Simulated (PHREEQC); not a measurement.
Make-up at 25 °C: 58 mmol/kgw HF, 3.2 mmol/kgw (CH3)4NF, 0.00039 mmol/kgw H4SiO4 and 0.32 mmol/kgw H2SO4. Closed to the air; pH follows from the charge balance.

Model: ion-association model, phreeqc.dat, run in PHREEQC.

Each row changes one thing in this solution. This is a speciation only: nothing precipitates in the calculation.

```tsv
case	pH	ionic strength (mol/kgw)	HF (mol/kgw)	F- (mol/kgw)	HF2- (mol/kgw)	SI of Quartz (SiO2)
as made	2.27	0.00927	0.0513	0.00709	0.00140	-10.53
(CH3)4NF from 0.0032 to 0.016 mol/kgw	2.58	0.0192	0.0525	0.0153	0.00308	-11.27
H2SO4 left out	2.29	0.00878	0.0510	0.00734	0.00144	-10.55
0.0047 mol/kgw LiOH added	2.43	0.0123	0.0480	0.00966	0.00178	-10.70
H4SiO4 from 3.9e-07 to 5.85e-07 mol/kgw	2.27	0.00927	0.0513	0.00709	0.00140	-10.36
temperature from 25 to 45 °C	2.36	0.00819	0.0524	0.00608	0.00136	-9.31
HF from 0.058 to 0.0638 mol/kgw	2.24	0.00968	0.0565	0.00732	0.00159	-10.73
```

Species that the database lacks are ignored. (CH3)4N+ isn't in the database: it is added as a free cation with an ion size of 4 Å. Away from 25 °C the constants follow the database's enthalpies or fits; those with neither stay at their 25 °C values. SiF6-2 is the database's only silicon fluoride.
